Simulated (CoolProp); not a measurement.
Model: reference Helmholtz-energy equation of state, Zhou 2014, in CoolProp.

### Question
Give the vapour pressure (MPa), liquid density (kg/m³), liquid viscosity (µPa s) of saturated cyclohexane at 375.7 K.

### Answer
```tsv
T (K)	p (MPa)	liquid density (kg/m³)	liquid viscosity (µPa s)
375.7	0.187	697	323
```

Viscosity comes from a separate model (Tariq 2014).
